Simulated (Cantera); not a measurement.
Feed: 1 mol SiF₄, 0.66 mol N₂O, held at 8.30 Pa.

Cantera equilibrium calculation (NASA polynomials, part measured and part estimated; ideal gas, pure solids and liquids). Candidate condensed phases: Si, SiO₂, Si₂N₂O, Si₃N₄; 28 gas species. The tables' values for SiF₃ are old estimates; treat these amounts as uncertain. Rates play no part.

Problem. At 1600 K, list the 5 most abundant gas species with their mole fractions, and the condensed phases.

Solution. SiF₄ 0.502, N₂ 0.331, O₂ 0.165, NO 0.00111, O 0.000646. Condensed: gas only.
